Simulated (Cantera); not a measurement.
**Thermodynamics of silicon oxide and oxynitride deposition, feed HMDSO + H₂O**

Feed: 1 mol HMDSO, 0.2 mol H₂O, equilibrated at 1700 °C.

Cantera equilibrium calculation (NASA polynomials, part measured and part estimated; ideal gas, pure solids and liquids). Candidate condensed phases: C, C₆H₆, C₇H₈, C₈H₁₈, H₂O, Si, SiC, SiO₂; 123 gas species. The feed counts by its element totals alone. Kinetics and transport are ignored.

From 5.00 Pa to 1.00 bar the condensed part is C(graphite) + SiC(s). The main Si-bearing gas is Si at 5.00 Pa and SiO at 1.00 bar.

| P (Pa) | x H₂ | x H | x CO | x Si | x SiC₂ | x SiO | x Si₂C | n C(graphite) | n SiC(s) |
|---|---|---|---|---|---|---|---|---|---|
| 5 | 0.704 | 0.160 | 0.101 | 0.0313 | 0.00114 | 0.000886 | 0.000764 | 3.17 | 1.59 |
| 21 | 0.799 | 0.0832 | 0.109 | 0.00745 | 0.000271 | 0.000950 | 0.000182 | 2.89 | 1.90 |
| 85 | 0.842 | 0.0425 | 0.112 | 0.00184 | 6.70e-5 | 0.000977 | 4.49e-5 | 2.83 | 1.97 |
| 350 | 0.864 | 0.0212 | 0.113 | 0.000447 | 1.63e-5 | 0.000989 | 1.09e-5 | 2.81 | 1.98 |
| 1400 | 0.874 | 0.0107 | 0.114 | 0.000112 | 4.07e-6 | 0.000994 | 2.73e-6 | 2.81 | 1.99 |
| 5900 | 0.879 | 0.00521 | 0.114 | 2.65e-5 | 9.65e-7 | 0.000997 | 6.47e-7 | 2.81 | 1.99 |
| 24000 | 0.881 | 0.00259 | 0.114 | 6.51e-6 | 2.37e-7 | 0.000999 | 1.59e-7 | 2.81 | 1.99 |
| 100000 | 0.882 | 0.00127 | 0.114 | 1.56e-6 | 5.70e-8 | 0.000999 | 3.82e-8 | 2.81 | 1.99 |
x: gas mole fraction; n: condensed amount in mol.
